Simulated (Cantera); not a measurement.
A Cantera script and its output.

```python
import numpy as np
import cantera as ct

gas = ct.Solution("gri30.yaml")
gas.TPX = 423, 100000, {'CH4': 1, 'CO': 0.1, 'O2': 2.07, 'N2': 7.79}
flame = ct.FreeFlame(gas, width=0.04)
flame.set_refine_criteria(ratio=3, slope=0.08, curve=0.16)
flame.transport_model = "mixture-averaged"
flame.solve(loglevel=0, auto=True)
z, T = flame.grid, flame.T
thick = (T[-1] - T[0]) / np.gradient(T, z).max()
show = ['CH4', 'CO', 'O2', 'H2', 'HCN', 'C2H6']
print(f"laminar burning velocity  {flame.velocity[0] * 100:.3f} cm/s")
print(f"burnt temperature         {T[-1]:.1f} K")
print(f"thermal thickness         {thick * 1e3:.4f} mm")
print(f"grid points               {len(z)}")
z0 = z[flame.heat_release_rate.argmax()]
print(f"{'z/mm':>9s}{'T/K':>9s}{'u/(m/s)':>9s}" + "".join(f"{s:>11s}" for s in show))
rows = []
for k in (-3, -2, -1.5, -1, -0.5, -0.25, 0, 0.25, 0.5, 1, 2, 4, 8):
    zz = z0 + k * thick
    rows.append([k * thick, np.interp(zz, z, T), np.interp(zz, z, flame.velocity),
                 *(np.interp(zz, z, flame.X[gas.species_index(s)]) for s in show)])
    print(f"{rows[-1][0] * 1e3:9.3f}{rows[-1][1]:9.1f}{rows[-1][2]:9.3f}" + "".join(f"{x:11.3e}" for x in rows[-1][3:]))
```

Result:

```
laminar burning velocity  69.766 cm/s
burnt temperature         2290.3 K
thermal thickness         0.3840 mm
grid points               147
     z/mm      T/K  u/(m/s)        CH4         CO         O2         H2        HCN       C2H6
   -1.152    423.1    0.698  9.118e-02  9.120e-03  1.888e-01  5.715e-04  8.796e-12  6.500e-09
   -0.768    424.2    0.701  9.097e-02  9.124e-03  1.885e-01  1.917e-03  2.084e-10  1.710e-07
   -0.576    429.6    0.711  9.045e-02  9.196e-03  1.878e-01  3.776e-03  1.696e-09  1.520e-06
   -0.384    481.0    0.800  8.703e-02  1.017e-02  1.840e-01  7.945e-03  2.813e-08  2.934e-05
   -0.192    886.0    1.495  6.297e-02  2.122e-02  1.525e-01  1.533e-02  4.999e-07  5.800e-04
   -0.096   1320.6    2.250  3.475e-02  3.696e-02  1.110e-01  1.905e-02  1.378e-06  8.124e-04
    0.000   1719.5    2.947  7.994e-03  5.204e-02  6.284e-02  1.933e-02  2.797e-06  8.659e-05
    0.096   1877.2    3.212  5.246e-04  4.860e-02  3.577e-02  1.498e-02  2.275e-06  3.175e-07
    0.192   1924.5    3.278  1.756e-05  3.928e-02  2.676e-02  1.278e-02  8.498e-07  3.011e-10
    0.384   1980.2    3.353  2.985e-08  3.004e-02  2.183e-02  1.219e-02  9.454e-08  2.453e-15
    0.768   2048.7    3.452  7.042e-12  2.522e-02  1.878e-02  1.113e-02  2.822e-09  1.575e-20
    1.536   2125.3    3.565  1.529e-16  2.184e-02  1.582e-02  9.175e-03  1.056e-11  6.156e-28
    3.072   2195.1    3.665  6.478e-17  1.805e-02  1.287e-02  7.089e-03  4.032e-12  6.439e-29
```

Computed with Cantera and GRI-Mech 3.0 (53 species, 325 reactions). Burning velocities carry a grid error of a few per cent, more on coarse grids.
